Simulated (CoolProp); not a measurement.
A single-stage vapour-compression cycle with hydrogen sulfide: evaporating at 248.15 K (dew point), condensing at 292.15 K (bubble point), superheat 5 K, subcooling 2 K, compressor efficiency 0.85, no pressure losses. Each further row changes one setting.

Values from CoolProp's reference Helmholtz-energy equation of state, Lemmon 2006. It is a short technical equation, of lower accuracy than the large ones.

| case | cooling COP | pressure ratio | discharge temperature (K) | refrigerating effect (kJ/kg) | volumetric capacity (kJ/m³) |
|---|---|---|---|---|---|
| as stated | 3.92 | 3.79 | 367.5 | 419 | 3310 |
| evaporating temperature 253.15 K | 4.61 | 3.18 | 357.1 | 422 | 3930 |
| condensing temperature 287.15 K | 4.53 | 3.33 | 354.7 | 430 | 3400 |
| subcooling 7 K | 4.02 | 3.79 | 367.5 | 430 | 3400 |
| superheat 15 K | 3.84 | 3.79 | 381.6 | 430 | 3240 |
| compressor efficiency 0.75 | 3.46 | 3.79 | 379.9 | 419 | 3310 |
